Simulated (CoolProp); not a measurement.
Vapour-liquid equilibrium of R22 (1) + c-C4F8 (RC318) (2) at 318.3 K; x and y are mole fractions of (1).

The numbers come from the multi-fluid Helmholtz-energy mixture model, Kamei 1995 and Platzer 1990; pair parameters Bell 2016 in CoolProp. This equation is an older, rougher fit; its heat capacities, sound speeds and derivatives of the liquid may be far off and weren't checked against measurements.

```json
[
 {"x": "0.05", "bubble pressure, mixture model (MPa)": "___", "bubble pressure, Raoult's law (MPa)": "0.6266", "y, mixture model": "0.099", "y, Raoult's law": "0.138"},
 {"x": "0.125", "bubble pressure, mixture model (MPa)": "___", "bubble pressure, Raoult's law (MPa)": "0.7142", "y, mixture model": "0.261", "y, Raoult's law": "0.304"},
 {"x": "0.2", "bubble pressure, mixture model (MPa)": "0.7978", "bubble pressure, Raoult's law (MPa)": "0.8017", "y, mixture model": "0.411", "y, Raoult's law": "0.433"},
 {"x": "0.275", "bubble pressure, mixture model (MPa)": "0.9273", "bubble pressure, Raoult's law (MPa)": "0.8892", "y, mixture model": "0.534", "y, Raoult's law": "0.537"},
 {"x": "0.35", "bubble pressure, mixture model (MPa)": "___", "bubble pressure, Raoult's law (MPa)": "0.9767", "y, mixture model": "0.626", "y, Raoult's law": "0.622"},
 {"x": "0.425", "bubble pressure, mixture model (MPa)": "1.189", "bubble pressure, Raoult's law (MPa)": "1.064", "y, mixture model": "___", "y, Raoult's law": "0.693"},
 {"x": "0.5", "bubble pressure, mixture model (MPa)": "___", "bubble pressure, Raoult's law (MPa)": "1.152", "y, mixture model": "0.746", "y, Raoult's law": "0.753"},
 {"x": "0.575", "bubble pressure, mixture model (MPa)": "1.400", "bubble pressure, Raoult's law (MPa)": "1.239", "y, mixture model": "0.787", "y, Raoult's law": "0.805"},
 {"x": "0.65", "bubble pressure, mixture model (MPa)": "1.482", "bubble pressure, Raoult's law (MPa)": "1.327", "y, mixture model": "0.820", "y, Raoult's law": "0.850"},
 {"x": "0.725", "bubble pressure, mixture model (MPa)": "1.553", "bubble pressure, Raoult's law (MPa)": "1.414", "y, mixture model": "0.851", "y, Raoult's law": "0.890"},
 {"x": "0.8", "bubble pressure, mixture model (MPa)": "1.615", "bubble pressure, Raoult's law (MPa)": "1.502", "y, mixture model": "0.882", "y, Raoult's law": "0.924"},
 {"x": "0.875", "bubble pressure, mixture model (MPa)": "1.669", "bubble pressure, Raoult's law (MPa)": "1.589", "y, mixture model": "0.917", "y, Raoult's law": "0.955"},
 {"x": "0.95", "bubble pressure, mixture model (MPa)": "___", "bubble pressure, Raoult's law (MPa)": "1.677", "y, mixture model": "0.961", "y, Raoult's law": "0.983"}
]
```

Question: What belongs in the gaps?

Answer: 
- 0.05, bubble pressure, mixture model (MPa): 0.6039
- 0.125, bubble pressure, mixture model (MPa): 0.6862
- 0.35, bubble pressure, mixture model (MPa): 1.061
- 0.425, y, mixture model: 0.695
- 0.5, bubble pressure, mixture model (MPa): 1.302
- 0.95, bubble pressure, mixture model (MPa): 1.714

The largest gap from Raoult's law is +13.0 % in bubble pressure, at x = 0.5. No azeotrope shows between x = 0.05 and 0.95.

The pair parameters rest on a limited set of measurements; away from them the model extrapolates. The gap from Raoult's law changes sign with composition, which may be real or a fault of the pair parameters; it wasn't checked against measurements.
